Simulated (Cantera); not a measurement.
Charge: 1 mol Pb, 1.2 mol CO, 4.6 mol N2, equilibrated at 1.20 bar.

These are equilibrium values from Cantera (NASA tables, ideal gas, pure condensed phases), not measurements of a reactor. Candidate condensed phases: C, Pb, PbO, PbO2, Pb3O4; 27 gas species. The numbers say what is thermodynamically allowed, not how fast it happens.

At 800 K, list the 3 most abundant gas species with their mole fractions, and the condensed phases.

N2 0.872, CO2 0.0992, CO 0.0289. Condensed: C(graphite) + Pb(l).
